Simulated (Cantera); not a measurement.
**Ignition delay**

Mixture: 30.1 % H2, 10.8 % O2, 59.1 % N2, equivalence ratio 1.4, at 5.00 bar, adiabatic and at constant pressure. Ignition delay is the time to a rise of 400 K.

Model: GRI-Mech 3.0 (53 species, 325 reactions), integrated in Cantera. The hydrogen kinetics of GRI-Mech 3.0 are dated; newer H2 mechanisms differ, most at raised pressure. Where the delays flatten at high temperature, the 400 K rule measures the pace of heat release, not the induction time.

```tsv
T0 (K)	delay (ms)
1150	0.0562
1250	0.0122
1350	0.00656
1450	0.00434
1550	0.00320
1650	0.00257
1750	0.00221
```
